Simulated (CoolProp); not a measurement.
Vapour-liquid equilibrium of CHF3 (R23) (1) + R22 (2) at -17.35 °C; x and y are mole fractions of (1).

Computed with CoolProp (multi-fluid Helmholtz-energy mixture model, Penoncello 2003 and Kamei 1995; pair parameters Bell 2016).

**Question.** Give the bubble pressure and the first vapour's composition at x = 0.35, 0.65, 0.85. Is there an azeotrope?

**Answer.** x = 0.35: 739.7 kPa, y = 0.721; x = 0.65: 1091 kPa, y = 0.876; x = 0.85: 1324 kPa, y = 0.947. No azeotrope shows between x = 0.05 and 0.95.

Pair parameters are fitted to limited data, so mixtures are less certain than the pure fluids.
